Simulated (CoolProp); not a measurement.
Vapour-liquid equilibrium of CH2F2 (R32) (1) + R227EA (2) at 1.43 MPa; x and y are mole fractions of (1).

Values from CoolProp's multi-fluid Helmholtz-energy mixture model, Tillner-Roth 1997 and Lemmon 2016; pair parameters Bell 2016.

Problem. Give the bubble temperature and the first vapour's composition at x = 0.05, 0.35, 0.5. Is there an azeotrope?

Solution. x = 0.05: 64.3 °C, y = 0.104; x = 0.35: 42.9 °C, y = 0.581; x = 0.5: 35.1 °C, y = 0.721. No azeotrope shows between x = 0.05 and 0.95.

The pair parameters rest on a limited set of measurements; away from them the model extrapolates. The gap from Raoult's law changes sign with composition, which may be real or a fault of the pair parameters; it wasn't checked against measurements.
